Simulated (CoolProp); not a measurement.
Vapour-liquid equilibrium of R125 (1) + R143a (2) at 0.168 MPa; x and y are mole fractions of (1).

The numbers come from the multi-fluid Helmholtz-energy mixture model, Lemmon 2005 and Lemmon and Jacobsen 2000; pair parameters Lemmon 2004 in CoolProp.

### Question
Give the bubble temperature and the first vapour's composition at x = 0.15, 0.75, 0.85. Is there an azeotrope?

### Answer
x = 0.15: 237.4 K, y = 0.144; x = 0.75: 236.9 K, y = 0.772; x = 0.85: 236.5 K, y = 0.868. y crosses x between x = 0.25 and 0.35: the model has an azeotrope there.

The pair parameters rest on a limited set of measurements; away from them the model extrapolates.
